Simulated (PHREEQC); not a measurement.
0.48 g of hydrous ferric oxide (600 m²/g; 0.2 weak and 0.005 strong sites per Fe, Dzombak-Morel constants, diffuse double layer) in 1 kg of water with 0.005 mol/kgw of an inert sodium salt and 2.2e-06 mol MnCl2 and 0.002 mol CuSO4, at 25 °C; the pH is set by adding NaOH or the inert anion's acid. No oxygen is let in. The system is closed to CO2. Nothing may precipitate in this run.

Equilibrium calculation in PHREEQC: ion-association model, wateq4f.dat.

```csv
pH,Mn sorbed (%),S sorbed (%),Cu sorbed (%),surface charge σ (C/m²),surface potential ψ (mV)
4,0.0,25.3,1.8,0.026,75
4.67,0.0,24.1,10.6,0.027,78
5.33,0.0,20.2,30.0,0.033,90
6,0.0,16.8,37.5,0.044,…
6.67,0.0,15.7,38.9,0.052,111
7.33,0.1,15.3,38.8,0.050,110
8.67,10.8,…,…,0.028,81
9.33,67.6,0.5,28.1,0.014,50
10,97.5,0.0,…,0.003,…
10.67,…,0.0,26.3,-0.007,-27
11.33,100.0,0.0,…,-0.022,-65
12,100.0,0.0,22.1,-0.063,-102
```

Task: Complete the blanks.

Result: 
- 6, surface potential ψ (mV): 104
- 8.67, S sorbed (%): 5.4
- 8.67, Cu sorbed (%): 31.8
- 10, Cu sorbed (%): 27.0
- 10, surface potential ψ (mV): 12
- 10.67, Mn sorbed (%): 99.8
- 11.33, Cu sorbed (%): 25.2

Along this series the solution becomes supersaturated in solids that the run did not let form, among them Cu(OH)2, Brochantite, Antlerite, Atacamite. Species that the database lacks are ignored. The database's constant for dissolved Cu(OH)2 is higher than later reviews accept.
